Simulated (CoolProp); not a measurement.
Values from CoolProp's reference Helmholtz-energy equation of state, Fiedler 2023.

### Question
For tetrahydrofuran, give the phase and the cp (kJ/(kg K)), speed of sound (m/s), fugacity coefficient at 186.8 K and 0.729 bar.

### Answer
- 186.8 K and 0.729 bar: liquid; cp 1.48, speed of sound 1810, fugacity coefficient 5.84e-5
